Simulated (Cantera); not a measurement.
Mixture: CH₄ : CO : O₂ : N₂ = 1 : 0.095 : 1.46 : 5.5 (molar parts), equivalence ratio 1.4, at 10.0 bar, adiabatic and at constant volume. Ignition delay is the time to a rise of 400 K.

Cantera simulation using GRI-Mech 3.0 (53 species, 325 reactions); the numbers are that mechanism's predictions, not measurements.

Task: Predict: delay at 1323 K; delay at 1398 K; delay at 1473 K; delay at 1548 K; delay at 1623 K; delay at 1698 K; delay at 1773 K; apparent activation energy between 1623 and 1773 K.

Result: 
```
Item                                                    Result
--------------------------------------------------  ----------
delay at 1323 K                                        1.38 ms
delay at 1398 K                                       0.601 ms
delay at 1473 K                                       0.275 ms
delay at 1548 K                                       0.131 ms
delay at 1623 K                                        65.9 µs
delay at 1698 K                                        34.8 µs
delay at 1773 K                                        19.3 µs
apparent activation energy between 1623 and 1773 K  200 kJ/mol
```
